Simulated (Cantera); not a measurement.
An adiabatic, constant-pressure homogeneous reactor starts with CO : H2 : O2 : N2 = 1 : 1.3 : 1.46 : 5.47 (molar parts), equivalence ratio 0.79, at 1125 K and 0.987 atm. Integrator tolerance rtol = 1e-08.

Computed with Cantera and GRI-Mech 3.0 (53 species, 325 reactions).

Problem. What does this change do: pressure from 0.987 atm to 9.87 atm?

Solution. 
```csv
quantity,before,after
time of steepest temperature rise,83.9 µs,0.252 ms
temperature at 2.00 s,2590 K,2709 K
equilibrium temperature,2590 K,2709 K
x(CO) at 2.00 s,0.0267 (gas-phase equilibrium 0.0267),0.0174 (gas-phase equilibrium 0.0174)
x(H2) at 2.00 s,0.00624 (gas-phase equilibrium 0.00624),0.00366 (gas-phase equilibrium 0.00366)
x(O2) at 2.00 s,0.0429 (gas-phase equilibrium 0.0429),0.0381 (gas-phase equilibrium 0.0381)
x(NO) at 2.00 s,0.0111 (gas-phase equilibrium 0.0111),0.0126 (gas-phase equilibrium 0.0126)
x(H) at 2.00 s,0.00294 (gas-phase equilibrium 0.00294),0.00113 (gas-phase equilibrium 0.00113)
x(N2O) at 2.00 s,5.62e-7 (gas-phase equilibrium 5.62e-7),2.04e-6 (gas-phase equilibrium 2.04e-6)
```
The hydrogen kinetics of GRI-Mech 3.0 are dated; newer H2 mechanisms differ, most at raised pressure.
